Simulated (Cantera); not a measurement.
Charge: 1 mol SiH2Cl2, 52 mol N2, 62 mol H2, equilibrated at 1775 K and 1.00 bar.

Method: chemical equilibrium by Gibbs-energy minimisation in Cantera with the NASA 1993 tables (ideal gas, pure condensed phases). Candidate condensed phases: NH4Cl, Si, Si3N4; 28 gas species. Kinetics and transport are ignored.

Base state: H2 0.537, N2 0.445, HCl 0.0171, H 0.000212, SiCl2 9.71e-5 (mole fractions); condensed: Si3N4(s).

What changes in the equilibrium state with this change: temperature from 1775 K to 2123 K?


```
species          before     after
-------------  --------  --------
H2                0.537     0.533
N2                0.445     0.448
HCl              0.0171    0.0153
H              0.000212   0.00262
SiCl2           9.71e-5  0.000913
Si2N            3.56e-9   2.64e-5
Si              1.22e-7  0.000170
SiH             1.10e-7   6.42e-5
SiN             3.88e-8   2.25e-5
SiCl            2.87e-7   6.04e-5
Si3N4(s), mol     0.329         0
Si(l), mol            0     0.837
```
The tables' values for SiCl, SiN are old estimates; treat these amounts as uncertain. Gases not in the tables: Si2H6 and higher silanes.
